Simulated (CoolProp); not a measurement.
Vapour-liquid equilibrium of R134a (1) + R152A (2) at 0.126 MPa; x and y are mole fractions of (1).

Computed with CoolProp (multi-fluid Helmholtz-energy mixture model, Tillner-Roth 1994 and Outcalt 1996; pair parameters Lemmon 2004).

```tsv
x	bubble temperature, mixture model (K)	bubble temperature, Raoult's law (K)	y, mixture model	y, Raoult's law
0.05	254.2	254.0	0.048	0.055
0.2	254.3	253.7	0.201	0.216
0.35	254.2	253.4	0.361	0.372
0.5	253.9	253.0	0.523	0.524
0.65	253.5	252.7	0.680	0.671
0.8	252.9	252.4	0.827	0.815
0.95	252.2	252.1	0.959	0.954
```

The largest gap from Raoult's law is +0.9 K in bubble temperature, at x = 0.5. y crosses x between x = 0.05 and 0.2: the model has an azeotrope there.

The pair parameters rest on a limited set of measurements; away from them the model extrapolates.
